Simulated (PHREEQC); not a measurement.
Make-up at 25 °C and 500 atm: 0.058 mol/kgw FeCl3, 0.0014 mol/kgw CuCl2 and 0.00088 mol/kgw HCl. Closed to the air; pH follows from the charge balance.

Model: ion-association model, phreeqc.dat, run in PHREEQC.

This is a speciation only: nothing precipitates in the calculation.

Q: Order these Fe species by the share of Fe that they hold, largest first: Fe+3, FeCl+2, Fe2(OH)2+4, FeCl2+, FeOH+2.

A: FeCl+2 (42 %), Fe+3 (22 %), Fe2(OH)2+4 (15 %), FeCl2+ (11 %), FeOH+2 (7.1 %)

Q: Order these Cl species by the share of Cl that they hold, largest first: FeCl2+, FeCl3, FeCl+2, Cl-.

A: Cl- (79 %), FeCl+2 (14 %), FeCl2+ (7.1 %), FeCl3 (0.11 %)

The pH is 1.90 and the ionic strength 0.239 mol/kgw. Examples of supersaturated solids here: Hematite (slow to form), Goethite (slow to form). Others may be too. Under pressure, the constants of complexes without a molar volume in the database are unreliable.
